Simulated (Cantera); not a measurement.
# C₃H₆ + NH₃ + H₂ (carbon deposition, reforming and gasification)

A closed system holds: 1 mol C₃H₆, 0.6 mol NH₃, 3.3 mol H₂, equilibrated at 101000 Pa.

Cantera equilibrium calculation (NASA polynomials, part measured and part estimated; ideal gas, pure solids and liquids). Candidate condensed phases: C, C₆H₆, C₇H₈, C₈H₁₈; 110 gas species. Ions and electrons are included (thermal ionisation). Kinetics and transport are ignored.

From 1727 °C to 2727 °C the condensed part is C(graphite). From 3227 °C to 4727 °C nothing is condensed. The main C-bearing gas is HCN at 1727 °C and C at 4727 °C.

```csv
T (°C),x H₂,x H,x C,x C₂H₂ (acetylene),x N₂,x C₃,x HCN,x C₂H,x C₂,x CN,n C(graphite)
1727,0.956,0.00158,3.00e-11,0.000734,0.0385,2.74e-11,0.00283,2.27e-8,2.31e-12,1.10e-7,2.96
2227,0.919,0.0239,1.64e-7,0.00995,0.0327,4.91e-7,0.0123,1.86e-5,4.52e-8,1.85e-5,2.74
2727,0.760,0.137,5.00e-5,0.0473,0.0217,0.000308,0.0257,0.00146,3.13e-5,0.000477,1.91
3227,0.441,0.389,0.00253,0.0703,0.0122,0.0185,0.0264,0.0196,0.00240,0.00360,0
3727,0.185,0.682,0.0206,0.0112,0.0113,0.0315,0.0111,0.0202,0.0115,0.00851,0
4227,0.0543,0.801,0.0731,0.000752,0.0108,0.0157,0.00298,0.00753,0.0186,0.0116,0
4727,0.0161,0.811,0.131,2.93e-5,0.0105,0.00251,0.000611,0.00129,0.0116,0.00985,0
```
x: gas mole fraction; n: condensed amount in mol.
